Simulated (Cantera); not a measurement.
An isothermal, constant-pressure homogeneous reactor starts with N₂O : N₂ : H₂O = 1 : 0.12 : 0.048 (molar parts), at 1425 K and 0.0730 atm.

Detailed kinetics in Cantera: GRI-Mech 3.0 (53 species, 325 reactions). GRI-Mech 3.0 was tuned for natural gas; its chemistry of N2O as a main component is partial and can be far from experiment. The temperature is held fixed by assumption; the heat of reaction is taken as removed at once.

x: mole fraction; the columns are a selection and need not sum to one.

```tsv
t (s)	x N₂O	x NO	x O	x N₂	x O₂	x NO₂
2.00e-6	0.856	1.45e-8	1.64e-6	0.103	2.73e-8	<1e-12
8.98e-6	0.856	2.77e-7	6.84e-6	0.103	5.23e-7	<1e-12
4.03e-5	0.856	(withheld)	(withheld)	0.103	(withheld)	2.90e-12
0.000181	0.856	(withheld)	3.65e-5	0.103	(withheld)	(withheld)
0.000814	0.854	0.000247	3.66e-5	0.104	0.000481	1.06e-6
0.00366	0.847	0.00111	3.65e-5	0.108	0.00239	4.52e-5
0.0164	0.818	0.00471	3.55e-5	0.126	0.0108	0.000315
0.0737	0.700	0.0191	3.38e-5	0.197	0.0444	0.000647
0.331	0.376	0.0586	3.17e-5	0.392	0.138	0.000455
1.49	0.0403	0.0967	2.39e-5	0.596	0.237	0.000115
6.68	8.38e-5	0.0993	2.72e-6	0.622	0.250	0.000194
30.0	2.36e-6	0.0992	2.58e-6	0.622	0.250	0.000200
```

Question: What belongs in the gaps?

Answer: 
- 4.03e-5, x NO: 4.51e-6
- 4.03e-5, x O: 2.23e-5
- 4.03e-5, x O₂: 8.50e-6
- 0.000181, x NO: 4.47e-5
- 0.000181, x O₂: 8.46e-5
- 0.000181, x NO₂: 2.27e-9
